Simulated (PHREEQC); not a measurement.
Dissolve 0.0022 mol H2SO4 and 0.2 mol NaCl per kg of water at 87 °C. Closed to the air; pH follows from the charge balance.

All values are PHREEQC results (Pitzer model, pitzer.dat), not measurements.

Each row changes one thing in this solution. Precipitation was switched off in this run.

| case | pH | SO4-2 (mol/kgw) | HSO4- (mol/kgw) | SI of Halite (NaCl) | SI of Thenardite (Na2SO4) |
|---|---|---|---|---|---|
| as made | 2.56 | 0.00151 | 0.000691 | -3.30 | -4.61 |
| temperature from 87 to 25 °C | 2.48 | 0.00201 | 0.000186 | -3.25 | -4.72 |
| temperature from 87 to 20 °C | 2.47 | 0.00203 | 0.000165 | ___ | -4.74 |
| H2SO4 from 0.0022 to 0.00198 mol/kgw | ___ | 0.00140 | 0.000583 | -3.30 | -4.64 |
| 0.0046 mol/kgw Ca(OH)2 added | ___ | 0.00220 | 3.72e-11 | -3.31 | -4.48 |

**Question.** Some entries are withheld; supply them.

**Answer.** 
- temperature from 87 to 20 °C, SI of Halite (NaCl): -3.24
- H2SO4 from 0.0022 to 0.00198 mol/kgw, pH: 2.60
- 0.0046 mol/kgw Ca(OH)2 added, pH: 9.96

Constants without temperature data keep their 25 °C values here.
